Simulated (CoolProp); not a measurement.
Vapour-liquid equilibrium of propylene (1) + 1-butene (2) at 591 kPa; x and y are mole fractions of (1).

Computed with CoolProp (multi-fluid Helmholtz-energy mixture model, Lemmon 2013 and Lemmon 2005; pair parameters Bell 2016).

**Question.** Give the bubble temperature and the first vapour's composition at x = 0.05, 0.65, 0.8. Is there an azeotrope?

**Answer.** x = 0.05: 318.9 K, y = 0.130; x = 0.65: 285.3 K, y = 0.865; x = 0.8: 279.8 K, y = 0.935. No azeotrope shows between x = 0.05 and 0.95.

The pair parameters rest on a limited set of measurements; away from them the model extrapolates.
